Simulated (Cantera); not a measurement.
Input (Python, Cantera):

```python
import numpy as np
import cantera as ct

gas = ct.Solution("gri30.yaml")
gas.TPX = 1448, 32000, {'CH4': 1, 'O2': 1, 'N2': 3.76}
reactor = ct.IdealGasConstPressureReactor(gas, energy="on", clone=False)
net = ct.ReactorNet([reactor])
net.rtol, net.atol = 1e-08, 1e-16
show = ['CH4', 'O2', 'O', 'C2H', 'CH2', 'CO', 'HO2']
times = np.geomspace(7e-06, 8, 11)

steps = ct.SolutionArray(gas, extra=["t"])
rows = []
print(f"{'t/s':>10s}{'T/K':>9s}{'P/Pa':>11s}" + "".join(f"{s:>11s}" for s in show))
for t in times:
    while net.time < t:
        t_next = net.step()
        steps.append(gas.state, t=t_next)
    rows.append([np.interp(t, steps.t, y) for y in (steps.T, steps.P, *steps(*show).X.T)])
    print(f"{t:10.3e}{rows[-1][0]:9.1f}{rows[-1][1]:11.4g}" + "".join(f"{x:11.3e}" for x in rows[-1][2:]))
rate = np.gradient(steps.T, steps.t)
print("integrator steps:", len(steps.t))
if steps.T.max() > steps.T[0] + 200:
    print(f"time of steepest temperature rise: {steps.t[rate.argmax()]:.4e} s")
gas.TPX = 1448, 32000, {'CH4': 1, 'O2': 1, 'N2': 3.76}
gas.equilibrate("HP")
print(f"equilibrium (HP): T = {gas.T:.1f} K  " + "  ".join(f"{s} {gas[s].X[0]:.3e}" for s in show))
```

Result:

```
       t/s      T/K       P/Pa        CH4         O2          O        C2H        CH2         CO        HO2
 7.000e-06   1448.0    3.2e+04  1.736e-01  1.736e-01  1.214e-09  8.417e-29  4.600e-15  2.454e-13  1.452e-07
 2.824e-05   1448.0    3.2e+04  1.736e-01  1.736e-01  1.563e-09  1.017e-25  4.283e-14  1.195e-11  5.676e-07
 1.139e-04   1448.0    3.2e+04  1.736e-01  1.736e-01  3.339e-09  1.617e-22  8.183e-13  8.795e-10  2.004e-06
 4.597e-04   1447.9    3.2e+04  1.736e-01  1.736e-01  1.629e-08  5.057e-19  2.957e-11  1.279e-07  4.275e-06
 1.855e-03   1449.4    3.2e+04  1.729e-01  1.732e-01  9.601e-08  2.772e-15  8.529e-10  3.455e-05  6.597e-06
 7.483e-03   2477.3    3.2e+04  2.242e-05  1.034e-05  3.173e-05  1.865e-07  1.156e-06  1.301e-01  5.492e-09
 3.019e-02   2432.4    3.2e+04  1.790e-12  3.650e-05  1.105e-04  1.320e-17  3.669e-13  1.295e-01  1.531e-08
 1.218e-01   2432.6    3.2e+04  1.779e-12  3.662e-05  1.108e-04  1.315e-17  3.654e-13  1.295e-01  1.536e-08
 4.915e-01   2432.6    3.2e+04  1.779e-12  3.662e-05  1.108e-04  1.314e-17  3.654e-13  1.295e-01  1.536e-08
 1.983e+00   2432.6    3.2e+04  1.779e-12  3.662e-05  1.108e-04  1.314e-17  3.654e-13  1.295e-01  1.536e-08
 8.000e+00   2432.6    3.2e+04  1.779e-12  3.662e-05  1.108e-04  1.314e-17  3.654e-13  1.295e-01  1.536e-08
integrator steps: 2126
time of steepest temperature rise: 6.5037e-03 s
equilibrium (HP): T = 2432.6 K  CH4 1.998e-12  O2 3.662e-05  O 1.108e-04  C2H 1.436e-17  CH2 3.940e-13  CO 1.295e-01  HO2 1.536e-08
```

Computed with Cantera and GRI-Mech 3.0 (53 species, 325 reactions).
